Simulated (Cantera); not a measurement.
Cantera with NASA thermochemical tables; ideal gases at 1 bar, condensed phases pure. Values are per mole of reaction as written; species without (g) are pure solids or liquids, kept so even where they would boil at 1 bar.

Problem. Between 698 and 1198 K, where is each reaction favourable under standard conditions?
- F(g) + 2 Cu + OH(g) = HF(g) + Cu₂O

Solution. 
- F(g) + 2 Cu + OH(g) = HF(g) + Cu₂O: ΔG° is -461 kJ at 698 K and -388 kJ at 1198 K; it stays negative (K > 1). ΔH° is -563 kJ and ΔS° -146 J/K at 1198 K.
